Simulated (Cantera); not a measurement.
What does this Cantera script print?

```python
import numpy as np
import cantera as ct

gas_names = """
    B BH BH2 BH3 BN B2 H H2 N NH NH2 NH3 N2 N2H2 N2H4
""".split()
cond_names = """
    B(b) B(L) BN(s)
""".split()


# ... load() reads the species with a 1 bar reference pressure and builds the phases ...
atoms = {
    'B2H6': {'B': 2, 'H': 6},
    'NH3': {'N': 1, 'H': 3},
}
top_T = {'BN(s)': 3200}  # K; cautious upper limits of use, not melting points


# ... equilibrate(T, P, feed) seeds the gas with the atoms and calls Mixture.equilibrate('TP', solver="vcs", rtol=1e-11, max_steps=5000) ...
results = []
feed = {'B2H6': 1, 'NH3': 0.78}  # mol
P = 28  # Pa
for T in [1400, 1450, 1500, 1550, 1600, 1650, 1700, 1750, 1800, 1850, 1900, 1950]:
    mix = equilibrate(T, P, feed)
    results.append((T, P, feed, dict(zip(mix.species_names, mix.species_moles))))

top = {s: max(r[3][s] / sum(r[3][g] for g in gas_names) for r in results) for s in gas_names}
cols = sorted((s for s in top if top[s] > 1e-05), key=lambda s: -top[s])[:9]
seen = [c for c in cond_names if any(r[3].get(c, 0) > 1e-12 for r in results)]
print("log10 of partial pressures in bar; condensed amounts in mol")
print(f"{'T/K':>10s}" + "".join(f"{s[:9]:>10s}" for s in cols + seen))
for T, P, feed, n in results:
    ng = sum(n[g] for g in gas_names)
    print(f"{T:10.4g}" + "".join(f"{np.log10(max(n[s] / ng * P / 1e5, 1e-99)):10.3f}" for s in cols)
          + "".join(f"{n.get(c, 0):10.4g}" for c in seen))
```

Result:

```
log10 of partial pressures in bar; condensed amounts in mol
       T/K        H2        N2         H       BH2         B      B(b)     BN(s)
      1400    -3.553    -9.506    -7.089    -9.040   -13.101      1.22      0.78
      1450    -3.553    -8.863    -6.801    -8.791   -12.383      1.22      0.78
      1500    -3.553    -8.264    -6.531    -8.558   -11.713      1.22    0.7798
      1550    -3.554    -7.703    -6.279    -8.341   -11.087     1.221    0.7794
      1600    -3.554    -7.178    -6.042    -8.139   -10.501     1.222     0.778
      1650    -3.556    -6.685    -5.819    -7.949    -9.950     1.226    0.7738
      1700    -3.558    -6.221    -5.610    -7.772    -9.432     1.238     0.762
      1750    -3.561    -5.784    -5.414    -7.606    -8.945     1.269    0.7304
      1800    -3.569    -5.371    -5.231    -7.455    -8.484     1.349    0.6499
      1850    -3.584    -4.981    -5.060    -7.319    -8.049     1.548    0.4516
      1900    -3.612    -4.631    -4.907    -7.205    -7.637     1.999         0
      1950    -3.622    -4.635    -4.752    -7.079    -7.246     1.998         0
```

Cantera equilibrium calculation (NASA polynomials, part measured and part estimated; ideal gas, pure solids and liquids). The feed counts by its element totals alone. Mutual solubility and eutectic melting of coexisting phases are not modelled. The tables' values for BH2 are old estimates; treat these amounts as uncertain.
